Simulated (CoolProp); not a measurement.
Vapour-liquid equilibrium of propylene (1) + n-hexane (2) at 252.7 K; x and y are mole fractions of (1).

Values from CoolProp's multi-fluid Helmholtz-energy mixture model, Lemmon 2013 and Thol 2019; pair parameters Bell 2016.

```tsv
x	bubble pressure (MPa)	y at the bubble point	dew pressure at overall composition x (MPa)	liquid density (mol/L)
0.05	0.02685	0.934	0.001912	8.249
0.15	0.06191	0.973	0.002137	8.644
0.25	0.08768	0.982	0.002421	9.072
0.35	0.1108	0.987	0.002793	9.537
0.45	0.1344	0.990	(withheld)	10.04
0.55	(withheld)	0.993	0.004030	10.59
0.65	0.1882	0.995	0.005175	11.19
0.75	0.2189	0.997	0.007231	11.84
0.85	0.2513	0.998	0.01199	12.54
0.95	(withheld)	1.000	0.03499	(withheld)
```

Problem. Some entries are withheld; supply them.

Solution. 
- 0.45, dew pressure at overall composition x (MPa): 0.003299
- 0.55, bubble pressure (MPa): 0.1600
- 0.95, bubble pressure (MPa): 0.2844
- 0.95, liquid density (mol/L): 13.28

No azeotrope shows between x = 0.05 and 0.95.

The pair parameters rest on a limited set of measurements; away from them the model extrapolates. The gap from Raoult's law changes sign with composition, which may be real or a fault of the pair parameters; it wasn't checked against measurements. With so large a gap from Raoult's law the liquid may split in two, which this calculation doesn't test in full.
